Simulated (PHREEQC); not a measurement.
NaOH is added in steps, without added water, to 1 kg of water holding 0.1 mol/kgw NiCl2, at 25 °C. Oxygen alone is held at its pressure in air (log pO2 = -0.68). No CO2 enters from the air. Precipitation was switched off in this run.

Base run: PHREEQC, ion-association model, wateq4f.dat. Each further column changes one thing. The table gives pH.

```tsv
NaOH added (mol)	base	NiCl2 from 0.1 to 0.11 mol/kgw	diluted 100-fold with water	solids may form
0	5.72	5.70	6.46	5.72
0.023	9.28	9.26	…	6.23
0.04025	9.45	9.43	12.49	…
0.06325	9.60	9.57	12.68	6.28
0.08625	9.71	9.68	12.81	6.32
0.1035	9.79	9.76	…	6.36
0.1265	9.89	9.85	12.96	6.42
0.1437	9.97	9.92	13.02	6.47
0.1668	10.09	10.02	13.07	6.59
0.1898	10.24	10.13	13.13	6.84
0.207	10.37	10.23	13.16	…
0.23	10.62	10.40	13.20	12.32
```

Some entries are withheld; supply them.


- 0.023, diluted 100-fold with water: 12.24
- 0.04025, solids may form: 6.25
- 0.1035, diluted 100-fold with water: 12.88
- 0.207, solids may form: 11.70

In at least one series the solution becomes supersaturated in solids that the run did not let form, among them Ni(OH)2. The database's Ni(OH)2 is the aged solid; a fresh precipitate is more soluble. Solids allowed in the column 'solids may form': Ni(OH)2, Halite.
